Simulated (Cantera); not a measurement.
Adiabatic ignition

An adiabatic, constant-pressure homogeneous reactor starts with 10.8 % C2H4, 14.6 % O2, 55.2 % N2, 19.4 % H2O, at 1150 K and 1.00 atm.

Model: GRI-Mech 3.0 (53 species, 325 reactions), integrated in Cantera. GRI-Mech 3.0 was tuned for natural gas; its chemistry of ethylene as a main component is partial and can be far from experiment.

```tsv
t (s)	T (K)	x C2H4	x O2	x H2O	x CH2CO	x NO	x HCO
1.00e-6	1150	0.108	0.146	0.194	<1e-12	<1e-12	<1e-12
2.49e-6	1150	0.108	0.146	0.194	2.47e-12	<1e-12	<1e-12
6.22e-6	1150	0.108	0.146	0.194	1.52e-11	<1e-12	<1e-12
1.55e-5	1150	0.108	0.146	0.194	6.41e-11	<1e-12	<1e-12
3.87e-5	1150	0.108	0.146	0.194	2.19e-10	<1e-12	<1e-12
9.65e-5	1150	0.108	0.146	0.194	7.43e-10	<1e-12	<1e-12
0.000241	1150	0.108	0.146	0.194	3.05e-9	<1e-12	1.37e-12
0.000601	1150	0.108	0.146	0.194	1.97e-8	<1e-12	5.07e-12
0.00150	1150	0.108	0.146	0.194	4.69e-7	<1e-12	1.01e-10
0.00374	2221	7.58e-7	1.97e-6	0.197	4.00e-6	5.58e-5	1.54e-7
0.00932	2215	<1e-12	2.54e-6	0.194	4.88e-12	0.000111	8.07e-8
0.0233	2215	<1e-12	2.58e-6	0.194	<1e-12	9.59e-5	8.13e-8
0.0580	2215	<1e-12	2.59e-6	0.194	<1e-12	7.12e-5	8.13e-8
0.145	2216	<1e-12	2.60e-6	0.194	<1e-12	4.81e-5	8.14e-8
0.361	2216	<1e-12	2.60e-6	0.194	<1e-12	3.71e-5	8.14e-8
0.900	2216	<1e-12	2.60e-6	0.194	<1e-12	3.56e-5	8.14e-8
```
x: mole fraction; the columns are a selection and need not sum to one.

```yaml
time_of_steepest_temperature_rise: 2.45 ms
temperature at 0.900 s: 2216 K
equilibrium_temperature: 2216 K
x(C2H4) at 0.900 s: <1e-12 (gas-phase equilibrium <1e-12)
x(O2) at 0.900 s: 2.60e-6 (gas-phase equilibrium 2.60e-6)
x(H2O) at 0.900 s: 0.194 (gas-phase equilibrium 0.194)
```
